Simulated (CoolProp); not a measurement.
Isohexane at 293.15 K and 0.0158 MPa is compressed adiabatically to 0.0682 MPa with isentropic efficiency 0.8. Each further row changes one setting.

Computed with CoolProp (reference Helmholtz-energy equation of state, Lemmon 2006). It is a short technical equation, of lower accuracy than the large ones.

| case | work (kJ/kg) | final temperature (K) | final phase | final density (kg/m³) |
|---|---|---|---|---|
| as stated | … | 325.7 | gas | … |
| efficiency 1 | 42.3 | … | two-phase, vapour fraction 0.992 | 2.30 |
| efficiency 0.65 | … | … | gas | … |

### Question
Some entries are withheld; supply them.

### Answer

- as stated, work (kJ/kg): 52.8
- as stated, final density (kg/m³): 2.25
- efficiency 1, final temperature (K): 321.4
- efficiency 0.65, work (kJ/kg): 65.0
- efficiency 0.65, final temperature (K): 332.4
- efficiency 0.65, final density (kg/m³): 2.20
